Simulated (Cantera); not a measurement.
A closed system holds: 1 mol SiC, 0.2 mol H₂O, 320 mol N₂, equilibrated at 1223 K.

Method: chemical equilibrium by Gibbs-energy minimisation in Cantera with the NASA 1993 tables (ideal gas, pure condensed phases). Candidate condensed phases: C, C₆H₆, C₇H₈, C₈H₁₈, H₂O, Si, SiC, SiO₂, Si₂N₂O, Si₃N₄; 151 gas species. N₂ is the only nitrogen source here; it is nearly inert below about 1500 K, so the nitride shown seldom forms there in practice. Mutual solubility and eutectic melting of coexisting phases are not modelled. The numbers say what is thermodynamically allowed, not how fast it happens.

log p: log10 of the partial pressure in bar; n: condensed amount in mol.

```json
[
 {"P (Pa)": "0.100", "log p N₂": "-6.00", "log p H₂": "?", "log p CO": "-9.45", "log p SiO": "-9.72", "log p H": "-11.13", "n SiC(s)": "0.887", "n Si₂N₂O(s)": "0.0262", "n C(graphite)": "0", "n Si₃N₄(s)": "0"},
 {"P (Pa)": "1", "log p N₂": "-5.00", "log p H₂": "?", "log p CO": "-8.38", "log p SiO": "-10.03", "log p H": "-10.62", "n SiC(s)": "0.868", "n Si₂N₂O(s)": "0.0647", "n C(graphite)": "0", "n Si₃N₄(s)": "0"},
 {"P (Pa)": "10", "log p N₂": "-4.00", "log p H₂": "?", "log p CO": "-7.38", "log p SiO": "-10.37", "log p H": "-10.12", "n SiC(s)": "0.866", "n Si₂N₂O(s)": "0.0667", "n C(graphite)": "0", "n Si₃N₄(s)": "0"},
 {"P (Pa)": "100", "log p N₂": "-3.00", "log p H₂": "?", "log p CO": "-7.64", "log p SiO": "-11.08", "log p H": "-9.62", "n SiC(s)": "0", "n Si₂N₂O(s)": "0.193", "n C(graphite)": "0.992", "n Si₃N₄(s)": "0.205"},
 {"P (Pa)": "1000", "log p N₂": "-2.00", "log p H₂": "?", "log p CO": "-7.30", "log p SiO": "-11.41", "log p H": "-9.12", "n SiC(s)": "0", "n Si₂N₂O(s)": "0.198", "n C(graphite)": "0.998", "n Si₃N₄(s)": "0.201"},
 {"P (Pa)": "10000", "log p N₂": "-1.00", "log p H₂": "?", "log p CO": "-6.97", "log p SiO": "-11.75", "log p H": "-8.62", "n SiC(s)": "0", "n Si₂N₂O(s)": "0.200", "n C(graphite)": "0.999", "n Si₃N₄(s)": "0.200"},
 {"P (Pa)": "100000", "log p N₂": "0.00", "log p H₂": "?", "log p CO": "-6.64", "log p SiO": "<-12", "log p H": "-8.12", "n SiC(s)": "0", "n Si₂N₂O(s)": "0.200", "n C(graphite)": "0.999", "n Si₃N₄(s)": "0.200"},
 {"P (Pa)": "1000000", "log p N₂": "1.00", "log p H₂": "?", "log p CO": "-6.30", "log p SiO": "<-11", "log p H": "-7.62", "n SiC(s)": "0", "n Si₂N₂O(s)": "0.200", "n C(graphite)": "0.999", "n Si₃N₄(s)": "0.200"}
]
```

### Question
Some entries are withheld; supply them.

### Answer

- 0.100, log p H₂: -9.21
- 1, log p H₂: -8.21
- 10, log p H₂: -7.21
- 100, log p H₂: -6.20
- 1000, log p H₂: -5.20
- 10000, log p H₂: -4.20
- 100000, log p H₂: -3.20
- 1000000, log p H₂: -2.20
